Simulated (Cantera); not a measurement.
Charge: 1 mol Si, 4.9 mol Cl2, 38 mol N2, 15 mol HF, held at 1023.15 K and 23000 Pa.

Method: chemical equilibrium by Gibbs-energy minimisation in Cantera with the NASA 1993 tables (ideal gas, pure condensed phases). Candidate condensed phases: NH4Cl, Si, Si3N4; 49 gas species. The numbers say what is thermodynamically allowed, not how fast it happens.

Base state: N2 0.668, HF 0.193, HCl 0.0703, Cl2 0.0508, SiF4 0.0176, Cl 0.000256 (mole fractions); condensed: gas only.

### Question
What changes in the equilibrium state with this change: temperature from 1023.15 K to 1373 K?

### Answer
```csv
species,before,after
N2,0.668,0.664
HF,0.193,0.192
HCl,0.0703,0.0699
Cl,0.000256,0.0102
Cl2,0.0508,0.0456
SiF4,0.0176,0.0175
```

### Question
What changes in the equilibrium state with this change: temperature from 1023.15 K to 1523 K?

### Answer
```json
[
 {"species": "N2", "before": "0.668", "after": "0.659"},
 {"species": "HF", "before": "0.193", "after": "0.191"},
 {"species": "HCl", "before": "0.0703", "after": "0.0694"},
 {"species": "Cl", "before": "0.000256", "after": "0.0272"},
 {"species": "Cl2", "before": "0.0508", "after": "0.0367"},
 {"species": "SiF4", "before": "0.0176", "after": "0.0173"}
]
```
